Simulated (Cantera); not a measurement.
Cantera run:

```python
import numpy as np
import cantera as ct

gas_names = """
    H HO2 H2 H2O H2O2 Hg O OH O2 O3
""".split()
cond_names = """
    H2O(s) H2O(L) Hg(cr) Hg(L) HgO(s)
""".split()


def load(file, names, dense=False):
    # The tables refer to 1 bar. Condensed volumes are neglected.
    table = {s.name: s for s in ct.Species.list_from_file(file)}
    out = []
    for n in names:
        d = dict(table[n].input_data)
        d["thermo"] = dict(d["thermo"], **{"reference-pressure": 1e5})
        if dense:
            d["equation-of-state"] = {"model": "constant-volume", "density": "1e6 g/cm^3"}
        out.append(ct.Species.from_dict(d))
    return out


gas = ct.Solution(thermo="ideal-gas", species=load("nasa_gas.yaml", gas_names))
cond = {s.name: ct.Solution(thermo="fixed-stoichiometry", species=[s], name=s.name)
        for s in load("nasa_condensed.yaml", cond_names, dense=True)}
atoms = {
    'Hg': {'Hg': 1},
    'O2': {'O': 2},
    'H2': {'H': 2},
}
top_T = {}  # K; cautious upper limits of use, not melting points


def equilibrate(T, P, feed):
    n = {}
    for name, mol in feed.items():
        for a, k in atoms[name].items():
            n[a] = n.get(a, 0.0) + k * mol
    gas.TPX = T, P, n
    mass = sum(n.values()) * gas.mean_molecular_weight
    gas.equilibrate("TP")
    valid = [c for c in cond.values() if c.min_temp <= T <= top_T.get(c.name, c.max_temp)]
    mix = ct.Mixture([(gas, mass / gas.mean_molecular_weight)] + [(c, 0.0) for c in valid])
    mix.T, mix.P = T, P
    mix.equilibrate("TP", solver="vcs", rtol=1e-11, max_steps=5000)
    return mix


results = []
T = 848.15  # K
P = 1333.22  # Pa
for m in [0.4, 0.47, 0.55, 0.65, 0.76, 0.9, 1.1, 1.2, 1.5, 1.7, 2, 2.4]:
    feed = {'Hg': 1, 'O2': 0.51, 'H2': m}  # mol
    mix = equilibrate(T, P, feed)
    results.append((T, P, feed, dict(zip(mix.species_names, mix.species_moles))))
    x = sorted(zip(gas.X, gas.species_names), reverse=True)
    print(f"T = {T:g} K  P = {P:g} Pa  n(H2) = {m:g} mol  gas = {mix.phase_moles(0):.4g} mol")
    print("   x: " + "  ".join(f"{s} {v:.3e}" for v, s in x if v > 1e-06))
    print("   condensed (mol): " + ("  ".join(f"{mix.phase(i).name} {mix.phase_moles(i):.4g}"
          for i in range(1, mix.n_phases) if mix.phase_moles(i) > 1e-12) or "none"))
```

Output:

```
T = 848.15 K  P = 1333.22 Pa  n(H2) = 0.4 mol  gas = 1.71 mol
   x: Hg 5.848e-01  H2O 2.339e-01  O2 1.813e-01
   condensed (mol): none
T = 848.15 K  P = 1333.22 Pa  n(H2) = 0.47 mol  gas = 1.745 mol
   x: Hg 5.731e-01  H2O 2.693e-01  O2 1.576e-01
   condensed (mol): none
T = 848.15 K  P = 1333.22 Pa  n(H2) = 0.55 mol  gas = 1.785 mol
   x: Hg 5.602e-01  H2O 3.081e-01  O2 1.317e-01
   condensed (mol): none
T = 848.15 K  P = 1333.22 Pa  n(H2) = 0.65 mol  gas = 1.835 mol
   x: Hg 5.450e-01  H2O 3.542e-01  O2 1.008e-01
   condensed (mol): none
T = 848.15 K  P = 1333.22 Pa  n(H2) = 0.76 mol  gas = 1.89 mol
   x: Hg 5.291e-01  H2O 4.021e-01  O2 6.878e-02
   condensed (mol): none
T = 848.15 K  P = 1333.22 Pa  n(H2) = 0.9 mol  gas = 1.96 mol
   x: Hg 5.102e-01  H2O 4.592e-01  O2 3.061e-02
   condensed (mol): none
T = 848.15 K  P = 1333.22 Pa  n(H2) = 1.1 mol  gas = 2.1 mol
   x: H2O 4.857e-01  Hg 4.762e-01  H2 3.810e-02
   condensed (mol): none
T = 848.15 K  P = 1333.22 Pa  n(H2) = 1.2 mol  gas = 2.2 mol
   x: H2O 4.636e-01  Hg 4.545e-01  H2 8.182e-02
   condensed (mol): none
T = 848.15 K  P = 1333.22 Pa  n(H2) = 1.5 mol  gas = 2.5 mol
   x: H2O 4.080e-01  Hg 4.000e-01  H2 1.920e-01
   condensed (mol): none
T = 848.15 K  P = 1333.22 Pa  n(H2) = 1.7 mol  gas = 2.7 mol
   x: H2O 3.778e-01  Hg 3.704e-01  H2 2.519e-01
   condensed (mol): none
T = 848.15 K  P = 1333.22 Pa  n(H2) = 2 mol  gas = 3 mol
   x: H2O 3.400e-01  Hg 3.333e-01  H2 3.267e-01
   condensed (mol): none
T = 848.15 K  P = 1333.22 Pa  n(H2) = 2.4 mol  gas = 3.4 mol
   x: H2 4.059e-01  H2O 3.000e-01  Hg 2.941e-01
   condensed (mol): none
```

These are equilibrium values from Cantera (NASA tables, ideal gas, pure condensed phases), not measurements of a reactor.
